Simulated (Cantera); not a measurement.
A closed system holds: 1 mol V, 0.029 mol H2O, 7.1 mol N2O, held at 798.15 K and 1.30 Pa.

Cantera equilibrium calculation (NASA polynomials, part measured and part estimated; ideal gas, pure solids and liquids). Candidate condensed phases: H2O, V, VN, VO, V2O3, V2O4, V2O5; 28 gas species. Condensed phases not in the tables: the oxides between V2O3 and V2O5 other than VO2. Gases not in the tables: V4O10. Rates play no part.

Base state: N2 0.753, O2 0.244, H2O 0.00308 (mole fractions); condensed: V2O5(s).

Question: What changes in the equilibrium state with this change: temperature from 798.15 K to 2625 K?

Answer: 
```
species        before     after
------------  -------  --------
N2              0.753     0.511
O               <1e-9     0.406
VO              <1e-9    0.0336
O2              0.244   0.00316
VO2             <1e-9    0.0327
V               <1e-9   0.00588
H               <1e-9   0.00417
H2O           0.00308   2.40e-9
N               <1e-9  0.000175
V2O5(s), mol    0.500         0
```

Question: What changes in the equilibrium state with this change: temperature from 798.15 K to 1000 K?

Answer: 
```csv
species,before,after
N2,0.753,0.734
O2,0.244,0.263
H2O,0.00308,0.00300
NO,2.04e-6,3.38e-5
"V2O5(s), mol",0.500,0
"V2O4(s), mol",0,0.500
```
